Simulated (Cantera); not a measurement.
# Equilibrium for carbothermic reduction: MgO + CH₄ + CO

Input: 1 mol MgO, 0.98 mol CH₄, 0.2 mol CO, at 3.10 bar.

Method: chemical equilibrium by Gibbs-energy minimisation in Cantera with the NASA 1993 tables (ideal gas, pure condensed phases). Candidate condensed phases: C, C₆H₆, C₇H₈, C₈H₁₈, H₂O, Mg, MgCO₃, MgO, Mg(OH)₂; 116 gas species. The tables' values for MgH are old estimates; treat these amounts as uncertain. Rates play no part.

```
T (°C)  log p H₂  log p CH₄  log p CO  log p H₂O  log p CO₂  log p Mg  n C(graphite)  n MgO(s)
------  --------  ---------  --------  ---------  ---------  --------  -------------  --------
725         0.36      -0.30     -0.78      -0.82      -1.80      <-11          0.789      1.00
825         0.41      -0.62     -0.61      -1.24      -2.26      <-11          0.869      1.00
925         0.43      -0.94     -0.56      -1.70      -2.83    -11.14          0.917      1.00
1025        0.44      -1.22     -0.54      -2.14      -3.37     -9.06          0.944      1.00
1125        0.44      -1.47     -0.54      -2.52      -3.84     -7.27          0.959      1.00
1225        0.45      -1.69     -0.54      -2.85      -4.25     -5.72          0.967     1.000
1325        0.45      -1.89     -0.54      -3.15      -4.61     -4.37          0.971     1.000
1425        0.45      -2.06     -0.54      -3.40      -4.93     -3.19          0.973     1.000
1525        0.45      -2.22     -0.53      -3.63      -5.19     -2.14          0.970     0.995
```
log p: log10 of the partial pressure in bar; n: condensed amount in mol.

From 725 °C to 1525 °C the condensed part is C(graphite) + MgO(s).
